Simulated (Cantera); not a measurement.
A Cantera script and its output.

```python
import numpy as np
import cantera as ct

gas = ct.Solution("gri30.yaml")
gas.TPX = 1698, 101325, {'CH4': 1, 'N2': 88}
reactor = ct.IdealGasConstPressureReactor(gas, energy="off", clone=False)
net = ct.ReactorNet([reactor])
net.rtol, net.atol = 1e-08, 1e-18
show = ['CH4', 'H2', 'C2H6', 'HCN', 'C2H4', 'C2H2', 'CH2']
times = np.geomspace(0.0004, 4, 11)

steps = ct.SolutionArray(gas, extra=["t"])
rows = []
print(f"{'t/s':>10s}{'T/K':>9s}{'P/Pa':>11s}" + "".join(f"{s:>11s}" for s in show))
for t in times:
    while net.time < t:
        t_next = net.step()
        steps.append(gas.state, t=t_next)
    rows.append([np.interp(t, steps.t, y) for y in (steps.T, steps.P, *steps(*show).X.T)])
    print(f"{t:10.3e}{rows[-1][0]:9.1f}{rows[-1][1]:11.4g}" + "".join(f"{x:11.3e}" for x in rows[-1][2:]))
rate = np.gradient(steps.T, steps.t)
print("integrator steps:", len(steps.t))
if steps.T.max() > steps.T[0] + 200:
    print(f"time of steepest temperature rise: {steps.t[rate.argmax()]:.4e} s")
gas.TPX = 1698, 101325, {'CH4': 1, 'N2': 88}
gas.equilibrate("TP")
print(f"equilibrium (TP): T = {gas.T:.1f} K  " + "  ".join(f"{s} {gas[s].X[0]:.3e}" for s in show))
```

It prints:

```
       t/s      T/K       P/Pa        CH4         H2       C2H6        HCN       C2H4       C2H2        CH2
 4.000e-04   1698.0  1.013e+05  1.115e-02  4.604e-05  2.671e-06  4.847e-11  3.351e-06  7.529e-08  2.356e-08
 1.005e-03   1698.0  1.013e+05  1.096e-02  1.870e-04  1.619e-05  7.094e-10  4.189e-05  2.934e-06  9.391e-08
 2.524e-03   1698.0  1.013e+05  1.004e-02  1.108e-03  4.742e-05  1.492e-08  3.253e-04  9.420e-05  2.433e-07
 6.340e-03   1698.0  1.013e+05  7.663e-03  4.489e-03  3.054e-05  1.397e-07  5.505e-04  1.086e-03  2.239e-07
 1.592e-02   1698.0  1.013e+05  5.121e-03  8.764e-03  1.018e-05  4.439e-07  1.625e-04  2.791e-03  1.286e-07
 4.000e-02   1698.0  1.013e+05  2.926e-03  1.221e-02  2.967e-06  9.844e-07  4.178e-05  4.031e-03  7.184e-08
 1.005e-01   1698.0  1.013e+05  1.417e-03  1.451e-02  6.709e-07  1.769e-06  1.172e-05  4.826e-03  3.552e-08
 2.524e-01   1698.0  1.013e+05  6.120e-04  1.573e-02  1.243e-07  2.672e-06  5.570e-06  5.239e-03  1.570e-08
 6.340e-01   1698.0  1.013e+05  2.504e-04  1.627e-02  2.081e-08  3.574e-06  4.631e-06  5.422e-03  6.508e-09
 1.592e+00   1698.0  1.013e+05  1.012e-04  1.650e-02  3.430e-09  4.460e-06  4.550e-06  5.497e-03  2.647e-09
 4.000e+00   1698.0  1.013e+05  4.300e-05  1.659e-02  6.453e-10  5.384e-06  4.565e-06  5.526e-03  1.128e-09
integrator steps: 1464
equilibrium (TP): T = 1698.0 K  CH4 5.151e-06  H2 1.665e-02  C2H6 1.075e-11  HCN 1.043e-02  C2H4 2.789e-07  C2H2 3.367e-04  CH2 1.352e-10
```

Detailed kinetics in Cantera: GRI-Mech 3.0 (53 species, 325 reactions). GRI-Mech 3.0 stops at C3 and has no aromatics, soot or wall deposition, so with more carbon than oxygen in the feed, carbon stays in small species such as C2H2 where larger ones or solid carbon would form.
